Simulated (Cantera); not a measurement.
Cantera run:

```python
import numpy as np
import cantera as ct

gas_names = """
    Ca CaO CaOH CaO2H2 Ca2 H HO2 H2 H2O H2O2 O OH O2 O3
""".split()
cond_names = """
    Ca(a) Ca(b) Ca(L) CaO(s) CaO(L) CaO2H2(s) H2O(s) H2O(L)
""".split()


def load(file, names, dense=False):
    # The tables refer to 1 bar. Condensed volumes are neglected.
    table = {s.name: s for s in ct.Species.list_from_file(file)}
    out = []
    for n in names:
        d = dict(table[n].input_data)
        d["thermo"] = dict(d["thermo"], **{"reference-pressure": 1e5})
        if dense:
            d["equation-of-state"] = {"model": "constant-volume", "density": "1e6 g/cm^3"}
        out.append(ct.Species.from_dict(d))
    return out


gas = ct.Solution(thermo="ideal-gas", species=load("nasa_gas.yaml", gas_names))
cond = {s.name: ct.Solution(thermo="fixed-stoichiometry", species=[s], name=s.name)
        for s in load("nasa_condensed.yaml", cond_names, dense=True)}
atoms = {
    'Ca(OH)2': {'Ca': 1, 'O': 2, 'H': 2},
    'O2': {'O': 2},
}
top_T = {}  # K; cautious upper limits of use, not melting points


def equilibrate(T, P, feed):
    n = {}
    for name, mol in feed.items():
        for a, k in atoms[name].items():
            n[a] = n.get(a, 0.0) + k * mol
    gas.TPX = T, P, n
    mass = sum(n.values()) * gas.mean_molecular_weight
    gas.equilibrate("TP")
    valid = [c for c in cond.values() if c.min_temp <= T <= top_T.get(c.name, c.max_temp)]
    mix = ct.Mixture([(gas, mass / gas.mean_molecular_weight)] + [(c, 0.0) for c in valid])
    mix.T, mix.P = T, P
    mix.equilibrate("TP", solver="vcs", rtol=1e-11, max_steps=5000)
    return mix


results = []
feed = {'Ca(OH)2': 1, 'O2': 1.5}  # mol
P = 24  # Pa
for T in [1673, 1723, 1773, 1823, 1873, 1923, 1973]:
    mix = equilibrate(T, P, feed)
    results.append((T, P, feed, dict(zip(mix.species_names, mix.species_moles))))

top = {s: max(r[3][s] / sum(r[3][g] for g in gas_names) for r in results) for s in gas_names}
cols = sorted((s for s in top if top[s] > 1e-06), key=lambda s: -top[s])[:7]
seen = [c for c in cond_names if any(r[3].get(c, 0) > 1e-12 for r in results)]
print("log10 of partial pressures in bar; condensed amounts in mol")
print(f"{'T/K':>10s}" + "".join(f"{s[:9]:>10s}" for s in cols + seen))
for T, P, feed, n in results:
    ng = sum(n[g] for g in gas_names)
    print(f"{T:10.4g}" + "".join(f"{np.log10(max(n[s] / ng * P / 1e5, 1e-99)):10.3f}" for s in cols)
          + "".join(f"{n.get(c, 0):10.4g}" for c in seen))
```

Result:

```
log10 of partial pressures in bar; condensed amounts in mol
       T/K        O2       H2O        OH         O         H        H2    CaO2H2    CaO(s)
      1673    -3.844    -4.023    -5.823    -6.398    -7.405    -6.922    -9.343         1
      1723    -3.846    -4.026    -5.677    -6.168    -7.087    -6.697    -9.109         1
      1773    -3.848    -4.029    -5.540    -5.951    -6.788    -6.485    -8.889         1
      1823    -3.851    -4.034    -5.412    -5.747    -6.506    -6.286    -8.684         1
      1873    -3.855    -4.041    -5.292    -5.554    -6.239    -6.099    -8.492         1
      1923    -3.860    -4.051    -5.180    -5.371    -5.988    -5.924    -8.313    0.9999
      1973    -3.868    -4.065    -5.077    -5.200    -5.750    -5.760    -8.148    0.9999
```

Cantera equilibrium calculation (NASA polynomials, part measured and part estimated; ideal gas, pure solids and liquids).
